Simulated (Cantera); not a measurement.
Input: 1 mol Si, 1.9 mol HCl, a varied amount of H2, held at 1473 K and 0.100 bar.

Method: chemical equilibrium by Gibbs-energy minimisation in Cantera with the NASA 1993 tables (ideal gas, pure condensed phases). Candidate condensed phases: Si; 19 gas species. Equilibrium is a limit: real reactors are often held back by kinetics, nucleation or transport.

Question: What share of the Si ends up in condensed phases as a function of n(H2) (mol), at 11, 18, 25, 31, 38, 44, 51, 57?

Answer: 
```tsv
n(H2) (mol)	Si condensed (%)	as
11	62.4	Si(s)
18	69.8	Si(s)
25	74.7	Si(s)
31	77.7	Si(s)
38	80.5	Si(s)
44	82.3	Si(s)
51	84.1	Si(s)
57	85.3	Si(s)
```
